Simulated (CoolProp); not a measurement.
Vapour pressure (bar) of methanol: the reference equation beside estimates from Tc = 513.4 K, pc = 82.16 bar, ω = 0.565. Clausius-Clapeyron is anchored at 318.2 K with a constant enthalpy of vaporisation of 36.42 kJ/mol.

Model: reference Helmholtz-energy equation of state, de Reuck 1993, in CoolProp.

```csv
T (K),reference,Lee-Kesler,Clausius-Clapeyron,van der Waals,Redlich-Kwong,Peng-Robinson
274.2,0.04333,0.03130,0.04915,3.523,0.4428,0.03545
283,0.07374,0.05656,0.08077,4.298,0.6514,0.06296
291.8,0.1211,0.09786,0.1288,5.184,0.9308,0.1072
300.6,0.1926,0.1628,0.1999,6.190,1.296,0.1758
309.4,0.2976,0.2612,0.3025,7.322,1.762,0.2786
318.2,0.4475,0.4058,0.4475,8.588,2.348,0.4279
327,0.6567,0.6120,0.6481,9.993,3.068,0.6389
335.8,0.9423,0.8984,0.9206,11.55,3.943,0.9297
344.5,1.320,1.282,1.280,13.23,4.977,1.317
353.3,1.821,1.795,1.757,15.09,6.212,1.832
362.1,2.469,2.463,2.374,17.12,7.656,2.501
370.9,3.294,3.317,3.163,19.31,9.327,3.353
379.7,4.330,4.389,4.159,21.68,11.24,4.424
388.5,5.615,5.716,5.401,24.23,13.42,5.749
397.3,7.189,7.338,6.933,26.97,15.88,7.370
```

Absolute difference from the reference over all 15 rows, mean and median: Lee-Kesler 8.6 and 4.7 %, Clausius-Clapeyron 4.3 and 3.8 %, van der Waals 2099.9 and 1125.7 %, Redlich-Kwong 392.0 and 318.4 %, Peng-Robinson 5.3 and 2.5 %.
